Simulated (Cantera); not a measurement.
Charge: 1 mol CF4, 0.044 mol CH4, 5.3 mol H2, held at 1502 °C and 0.100 bar.

Cantera equilibrium calculation (NASA polynomials, part measured and part estimated; ideal gas, pure solids and liquids). Candidate condensed phases: C, C6H6, C7H8, C8H18; 95 gas species. Rates play no part.

Base state: HF 0.541, H2 0.458, H 0.000619, C2H2 (acetylene) 6.52e-5, CH4 1.76e-5 (mole fractions); condensed: C(graphite).

Task: What changes in the equilibrium state with this change: H2 from 5.3 to 0.087 mol?

Result: 
| species | before | after |
|---|---|---|
| CF4 | <1e-9 | 0.719 |
| HF | 0.541 | 0.277 |
| CF2 | <1e-9 | 0.00364 |
| H2 | 0.458 | 5.07e-9 |
| CF3 | <1e-9 | 0.000724 |
| C2H2 (acetylene) | 6.52e-5 | <1e-9 |
| CH4 | 1.76e-5 | <1e-9 |
| H | 0.000619 | 6.52e-8 |
| F | 1.08e-7 | 0.000522 |
| C(graphite), mol | 1.04 | 0.129 |
Gases not in the tables: C2F6 and larger saturated fluorocarbons.
